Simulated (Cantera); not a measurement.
Input: 1 mol H2O, 0.076 mol H2, held at 101000 Pa.

Cantera equilibrium calculation (NASA polynomials, part measured and part estimated; ideal gas, pure solids and liquids). Candidate condensed phases: H2O; 22 gas species. Ions and electrons are included (thermal ionisation). Rates play no part.

Q: At 5000 K, list the 6 most abundant gas species with their mole fractions, and the condensed phases.

A: H 0.667, O 0.311, H2 0.0109, OH 0.00946, O2 0.00200, H2O 0.000191. Condensed: gas only.
